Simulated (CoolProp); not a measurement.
Properties of n-perfluorobutane along the isotherm 258.8 K.

Values from CoolProp's reference Helmholtz-energy equation of state, Gao 2022.

| p (MPa) | phase | cp (kJ/(kg K)) | speed of sound (m/s) | Joule-Thomson coefficient (K/MPa) | isothermal compressibility (1/MPa) |
|---|---|---|---|---|---|
| 0.317 | liquid | 1.088 | … | -0.2530 | 0.002870 |
| 0.633 | liquid | 1.088 | 526.1 | -0.2546 | 0.002843 |
| 0.95 | liquid | 1.087 | … | -0.2562 | 0.002817 |
| 1.27 | liquid | 1.086 | … | -0.2578 | 0.002792 |
| 1.58 | liquid | 1.086 | 532.1 | -0.2593 | 0.002767 |
| 1.9 | liquid | 1.085 | 534.1 | -0.2608 | 0.002743 |
| 2.22 | liquid | 1.085 | 536.1 | -0.2623 | 0.002718 |
| 2.53 | liquid | 1.084 | 538.0 | -0.2637 | 0.002696 |
| 2.85 | liquid | 1.084 | 539.9 | -0.2651 | 0.002672 |
| 3.17 | liquid | 1.083 | 541.8 | -0.2665 | 0.002650 |
| 3.48 | liquid | 1.083 | 543.7 | -0.2678 | 0.002628 |

### Question
Some entries are withheld; supply them.

### Answer

- 0.317, speed of sound (m/s): 524.1
- 0.95, speed of sound (m/s): 528.2
- 1.27, speed of sound (m/s): 530.2
